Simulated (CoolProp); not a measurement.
R1336mzz(Z) along the isobar 46.6 bar: Z from the reference equation and from simpler models built on Tc = 171.3 °C, pc = 29.04 bar, ω = 0.386; each cubic takes its own stable root.

The numbers come from the reference Helmholtz-energy equation of state, McLinden 2020 in CoolProp.

| T (°C) | phase | reference |
|---|---|---|
| -63.05 | liquid | 0.2766 |
| -40.75 | liquid | 0.2581 |
| -18.45 | liquid | 0.2435 |
| 3.75 | liquid | 0.2321 |
| 26.05 | liquid | 0.2232 |
| 48.35 | liquid | 0.2165 |
| 70.55 | liquid | 0.2121 |
| 92.85 | liquid | 0.2100 |
| 115.15 | liquid | 0.2106 |
| 137.45 | liquid | 0.2152 |

Q: How far does each simpler model (Soave-Redlich-Kwong, Peng-Robinson) lie from the reference over these 10 states: mean and median of the absolute difference, and the worst?

A: 
- Soave-Redlich-Kwong: mean 17.8 %, median 17.4 %, worst +20.4 % at 137.45 °C and 46.6 bar
- Peng-Robinson: mean 4.6 %, median 4.2 %, worst +7.0 % at 137.45 °C and 46.6 bar
